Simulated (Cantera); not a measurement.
Feed: 1 mol Al(CH3)3, 0.49 mol O2, 26 mol N2, equilibrated at 13.3 mbar.

Equilibrium computed with Cantera from the NASA thermochemical tables; the gas is ideal and each condensed phase is pure. Candidate condensed phases: Al, AlN, Al2O3, C, C6H6, C7H8, C8H18, H2O; 148 gas species. The feed counts by its element totals alone. The numbers say what is thermodynamically allowed, not how fast it happens.

At 1400 °C, list the 4 most abundant gas species with their mole fractions, and the condensed phases.

N2 0.822, H2 0.144, CO 0.0316, HCN 0.00109. Condensed: AlN(s) + C(graphite).
